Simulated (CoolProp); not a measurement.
n-decane at several states: fugacity coefficient from the reference equation and from simpler models built on Tc = 617.7 K, pc = 2.101 MPa, ω = 0.488; each cubic takes its own stable root.

Model: reference Helmholtz-energy equation of state, Lemmon 2006, in CoolProp. It is a short technical equation, of lower accuracy than the large ones.

```tsv
T (K)	p (MPa)	phase	reference	van der Waals	Redlich-Kwong	Soave-Redlich-Kwong	Peng-Robinson
310.5	8.43	liquid	9.319e-5	0.02244	0.001356	0.0001040	0.0001087
443.7	0.0494	gas	0.9699	0.9849	0.9799	0.9756	0.9745
499.9	0.131	gas	0.9500	0.9695	0.9616	0.9557	0.9530
437.6	1.25	liquid	0.06442	0.3377	0.1618	0.06602	0.06560
349.6	11.8	liquid	0.0006711	0.04547	0.005337	0.0007722	0.0007429
```
